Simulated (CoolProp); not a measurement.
Values from CoolProp's reference Helmholtz-energy equation of state, Lemmon 2006. It is a short technical equation, of lower accuracy than the large ones.

Q: Give the vapour pressure (MPa), vapour density (kg/m³), liquid cp (kJ/(kg K)) of saturated acetone at 123.85 °C.

A: 
```tsv
T (°C)	p (MPa)	vapour density (kg/m³)	liquid cp (kJ/(kg K))
123.85	0.660	13.9	2.50
```
